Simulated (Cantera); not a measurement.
Input: 1 mol Si, 4.2 mol HCl, 6.2 mol N2, a varied amount of NF3, equilibrated at 17.0 mbar.

Cantera equilibrium calculation (NASA polynomials, part measured and part estimated; ideal gas, pure solids and liquids). Candidate condensed phases: NH4Cl, Si, Si3N4; 49 gas species. The tables' values for SiCl3, SiF2, SiF3 are old estimates. Equilibrium is a limit: real reactors are often held back by kinetics, nucleation or transport.

**Question.** What condenses at these points (T in K, n(NF3) in mol): (773, 3.6); (773, 0.58); (973, 4.6); (1473, 2.3); (1273, 3.6)?

**Answer.** 
| T (K) | n(NF3) in mol | condensed phases | Si condensed (%) |
|---|---|---|---|
| 773 | 3.6 | gas only | 0.0 |
| 773 | 0.58 | Si3N4 | 2.9 |
| 973 | 4.6 | gas only | 0.0 |
| 1473 | 2.3 | gas only | 0.0 |
| 1273 | 3.6 | gas only | 0.0 |
